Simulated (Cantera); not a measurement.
A Cantera script and what it prints.

```python
import numpy as np
import cantera as ct

gas_names = """
    B BCL BCL2 BCL3 BH BH2 BH3 BO BOCL BO2 B2 B2O B2O2 B2O3 B3O3CL3 B3O3H3 CL CLO CL2 H HBO HBO2 HCL
    HOCL HO2 H2 H2O H2O2 H3B3O6 O OH O2 O3
""".split()
cond_names = """
    B(b) B(L) B2O3(L) B3O3H3(cr) H2O(s) H2O(L)
""".split()


# ... load() reads the species with a 1 bar reference pressure and builds the phases ...
atoms = {
    'BCl3': {'B': 1, 'CL': 3},
    'H2O': {'H': 2, 'O': 1},
}
top_T = {}  # K; cautious upper limits of use, not melting points


# ... equilibrate(T, P, feed) seeds the gas with the atoms and calls Mixture.equilibrate('TP', solver="vcs", rtol=1e-11, max_steps=5000) ...
results = []
T = 1325  # K
P = 1100  # Pa
for m in [1.6, 1.9, 2.3, 2.7, 3.2, 3.8, 4.5, 5.4, 6.4, 7.6, 9, 11]:
    feed = {'BCl3': 1, 'H2O': m}  # mol
    mix = equilibrate(T, P, feed)
    results.append((T, P, feed, dict(zip(mix.species_names, mix.species_moles))))
    x = sorted(zip(gas.X, gas.species_names), reverse=True)
    print(f"T = {T:g} K  P = {P:g} Pa  n(H2O) = {m:g} mol  gas = {mix.phase_moles(0):.4g} mol")
    print("   x: " + "  ".join(f"{s} {v:.3e}" for v, s in x if v > 0.001))
    print("   condensed (mol): " + ("  ".join(f"{mix.phase(i).name} {mix.phase_moles(i):.4g}"
          for i in range(1, mix.n_phases) if mix.phase_moles(i) > 1e-12) or "none"))
```

Output:

```
T = 1325 K  P = 1100 Pa  n(H2O) = 1.6 mol  gas = 3.112 mol
   x: HCL 9.634e-01  H2O 2.882e-02  HBO2 6.688e-03
   condensed (mol): B2O3(L) 0.4894
T = 1325 K  P = 1100 Pa  n(H2O) = 1.9 mol  gas = 3.424 mol
   x: HCL 8.756e-01  H2O 1.103e-01  HBO2 1.308e-02
   condensed (mol): B2O3(L) 0.4773
T = 1325 K  P = 1100 Pa  n(H2O) = 2.3 mol  gas = 3.835 mol
   x: HCL 7.817e-01  H2O 1.997e-01  HBO2 1.760e-02
   condensed (mol): B2O3(L) 0.4657
T = 1325 K  P = 1100 Pa  n(H2O) = 2.7 mol  gas = 4.245 mol
   x: HCL 7.062e-01  H2O 2.723e-01  HBO2 2.056e-02
   condensed (mol): B2O3(L) 0.4555
T = 1325 K  P = 1100 Pa  n(H2O) = 3.2 mol  gas = 4.756 mol
   x: HCL 6.302e-01  H2O 3.456e-01  HBO2 2.316e-02
   condensed (mol): B2O3(L) 0.4436
T = 1325 K  P = 1100 Pa  n(H2O) = 3.8 mol  gas = 5.369 mol
   x: HCL 5.583e-01  H2O 4.154e-01  HBO2 2.539e-02
   condensed (mol): B2O3(L) 0.4299
T = 1325 K  P = 1100 Pa  n(H2O) = 4.5 mol  gas = 6.084 mol
   x: HCL 4.927e-01  H2O 4.791e-01  HBO2 2.727e-02
   condensed (mol): B2O3(L) 0.4144
T = 1325 K  P = 1100 Pa  n(H2O) = 5.4 mol  gas = 7.002 mol
   x: H2O 5.420e-01  HCL 4.280e-01  HBO2 2.900e-02
   condensed (mol): B2O3(L) 0.3949
T = 1325 K  P = 1100 Pa  n(H2O) = 6.4 mol  gas = 8.022 mol
   x: H2O 5.950e-01  HCL 3.736e-01  HBO2 3.039e-02
   condensed (mol): B2O3(L) 0.3734
T = 1325 K  P = 1100 Pa  n(H2O) = 7.6 mol  gas = 9.246 mol
   x: H2O 6.433e-01  HCL 3.241e-01  HBO2 3.160e-02
   condensed (mol): B2O3(L) 0.3479
T = 1325 K  P = 1100 Pa  n(H2O) = 9 mol  gas = 10.67 mol
   x: H2O 6.856e-01  HCL 2.808e-01  HBO2 3.262e-02
   condensed (mol): B2O3(L) 0.3183
T = 1325 K  P = 1100 Pa  n(H2O) = 11 mol  gas = 12.71 mol
   x: H2O 7.296e-01  HCL 2.357e-01  HBO2 3.365e-02
   condensed (mol): B2O3(L) 0.2762
```

These are equilibrium values from Cantera (NASA tables, ideal gas, pure condensed phases), not measurements of a reactor. The tables' values for BOCl are old estimates; treat these amounts as uncertain. Gases not in the tables: H3BO3.
